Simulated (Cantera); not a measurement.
A Cantera script and its output.

```python
import numpy as np
import cantera as ct

gas = ct.Solution("gri30.yaml")
gas.TPX = 1600, 100000, {'CH4': 1, 'H2O': 0.99, 'H2': 0.14}
inlet = ct.Reservoir(gas, clone=True)

reactor = ct.IdealGasConstPressureReactor(gas, energy="off", clone=False)
exhaust = ct.Reservoir(gas, clone=True)
tau = [0.57, 0.3, 0.16, 0.085, 0.045, 0.024, 0.013, 0.0068][0]
for a, b in ((inlet, reactor), (reactor, exhaust)):
    ct.MassFlowController(a, b, mdot=lambda t: reactor.mass / tau)
net = ct.ReactorNet([reactor])
show = ['CH4', 'H2O', 'H2', 'C2H2', 'CH2O', 'CH2']

rows = []
print(f"{'tau/s':>10s}{'T/K':>9s}" + "".join(f"{s:>11s}" for s in show))
for tau in [0.57, 0.3, 0.16, 0.085, 0.045, 0.024, 0.013, 0.0068]:
    net.initial_time = 0.0
    net.advance(30 * tau)
    before = gas.X
    net.advance(40 * tau)
    drift = np.max(np.abs(gas.X - before) / (gas.X + 1e-9))
    rows.append([gas.T, *gas[show].X, drift])
    print(f"{tau:10.3e}{gas.T:9.1f}" + "".join(f"{x:11.3e}" for x in gas[show].X))
```

Result:

```
     tau/s      T/K        CH4        H2O         H2       C2H2       CH2O        CH2
 5.700e-01   1600.0  1.089e-01  2.926e-01  4.610e-01  9.145e-02  7.651e-07  2.217e-08
 3.000e-01   1600.0  1.396e-01  3.260e-01  4.129e-01  9.176e-02  1.155e-06  2.617e-08
 1.600e-01   1600.0  1.785e-01  3.542e-01  3.626e-01  8.574e-02  1.696e-06  2.958e-08
 8.500e-02   1600.0  2.254e-01  3.789e-01  3.092e-01  7.413e-02  2.442e-06  3.257e-08
 4.500e-02   1600.0  2.768e-01  4.007e-01  2.546e-01  5.873e-02  3.423e-06  3.535e-08
 2.400e-02   1600.0  3.270e-01  4.196e-01  2.031e-01  4.230e-02  4.592e-06  3.804e-08
 1.300e-02   1600.0  3.706e-01  4.349e-01  1.590e-01  2.741e-02  5.792e-06  4.051e-08
 6.800e-03   1600.0  4.076e-01  4.474e-01  1.221e-01  1.484e-02  6.838e-06  4.247e-08
```

Cantera simulation using GRI-Mech 3.0 (53 species, 325 reactions); the numbers are that mechanism's predictions, not measurements.
